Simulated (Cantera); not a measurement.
Diamond growth

A diamond (100) surface in a fixed gas of H2 with x(CH4) = 0.017, x(H) = 0.027, x(CH3) = 9.7e-05, at 975 K; coverages are run to steady state.

Cantera simulation using the Harris–Goodwin 1993 mechanism for the reconstructed diamond (100) surface; the numbers are that mechanism's predictions, not measurements.

```tsv
P (Pa)	growth (µm/h)	θ c6HH	θ c6H*	θ c6*H	θ c6**	θ c6HM
520	0.230	0.618	0.0162	0.355	0.00815	0.00210
930	0.417	0.618	0.0162	0.355	0.00815	0.00214
1700	0.769	0.618	0.0162	0.355	0.00816	0.00215
3000	1.36	0.618	0.0163	0.355	0.00817	0.00217
5400	2.47	0.618	0.0164	0.355	0.00818	0.00217
9700	4.44	0.618	0.0167	0.354	0.00821	0.00218
17000	7.81	0.618	0.0171	0.354	0.00827	0.00218
31000	14.3	0.618	0.0178	0.353	0.00837	0.00219
```
θ: site fractions in the mechanism's names (c6HH fully hydrogenated, c6H* and c6*H radical sites, c6** diradical, c6HM methylated).
